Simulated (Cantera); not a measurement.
Cantera run, input and output.

```python
import numpy as np
import cantera as ct

gas = ct.Solution("gri30.yaml")
gas.TPX = 675, 70000, {'CH4': 1, 'CO': 0.11, 'O2': 2.7, 'N2': 10.2, 'CO2': 0.29}
flame = ct.FreeFlame(gas, width=0.051)
flame.set_refine_criteria(ratio=3, slope=0.08, curve=0.16)
flame.transport_model = "unity-Lewis-number"
flame.solve(loglevel=0, auto=True)
z, T = flame.grid, flame.T
thick = (T[-1] - T[0]) / np.gradient(T, z).max()
show = ['CH4', 'CO', 'O2', 'O', 'H2O2', 'H2O']
print(f"laminar burning velocity  {flame.velocity[0] * 100:.3f} cm/s")
print(f"burnt temperature         {T[-1]:.1f} K")
print(f"thermal thickness         {thick * 1e3:.4f} mm")
print(f"grid points               {len(z)}")
z0 = z[flame.heat_release_rate.argmax()]
print(f"{'z/mm':>9s}{'T/K':>9s}{'u/(m/s)':>9s}" + "".join(f"{s:>11s}" for s in show))
rows = []
for k in (-3, -2, -1.5, -1, -0.5, -0.25, 0, 0.25, 0.5, 1, 2, 4, 8):
    zz = z0 + k * thick
    rows.append([k * thick, np.interp(zz, z, T), np.interp(zz, z, flame.velocity),
                 *(np.interp(zz, z, flame.X[gas.species_index(s)]) for s in show)])
    print(f"{rows[-1][0] * 1e3:9.3f}{rows[-1][1]:9.1f}{rows[-1][2]:9.3f}" + "".join(f"{x:11.3e}" for x in rows[-1][3:]))
```

Result:

```
laminar burning velocity  107.050 cm/s
burnt temperature         2159.5 K
thermal thickness         0.5309 mm
grid points               123
     z/mm      T/K  u/(m/s)        CH4         CO         O2          O       H2O2        H2O
   -1.593    675.5    1.071  6.990e-02  7.709e-03  1.888e-01  4.849e-13  9.636e-09  5.528e-05
   -1.062    679.5    1.078  6.964e-02  7.833e-03  1.884e-01  3.791e-11  7.969e-08  4.596e-04
   -0.796    692.6    1.099  6.880e-02  8.247e-03  1.871e-01  8.902e-10  3.096e-07  1.811e-03
   -0.531    744.4    1.182  6.545e-02  9.890e-03  1.820e-01  2.609e-08  1.171e-06  7.167e-03
   -0.265   1004.1    1.605  4.806e-02  1.846e-02  1.555e-01  4.302e-06  4.676e-06  3.502e-02
   -0.133   1311.0    2.113  2.676e-02  2.911e-02  1.222e-01  1.014e-04  5.387e-06  6.958e-02
    0.000   1646.3    2.681  5.351e-03  3.900e-02  8.195e-02  1.740e-03  8.746e-07  1.080e-01
    0.133   1774.7    2.892  2.531e-04  3.462e-02  6.267e-02  5.705e-03  4.175e-07  1.209e-01
    0.265   1821.2    2.960  7.662e-06  2.785e-02  5.751e-02  6.818e-03  3.605e-07  1.220e-01
    0.531   1884.5    3.049  1.787e-08  2.092e-02  5.394e-02  6.308e-03  2.795e-07  1.233e-01
    1.062   1961.8    3.155  1.516e-13  1.574e-02  5.130e-02  4.709e-03  1.949e-07  1.266e-01
    2.124   2036.9    3.257  2.144e-18  1.125e-02  4.915e-02  2.959e-03  1.320e-07  1.306e-01
    4.247   2098.3    3.340  3.553e-19  7.082e-03  4.732e-02  1.654e-03  9.309e-08  1.339e-01
```

Model: GRI-Mech 3.0 (53 species, 325 reactions), integrated in Cantera. Unity Lewis numbers drop preferential diffusion, which matters most where H2 and H carry the flame. Burning velocities carry a grid error of a few per cent, more on coarse grids.
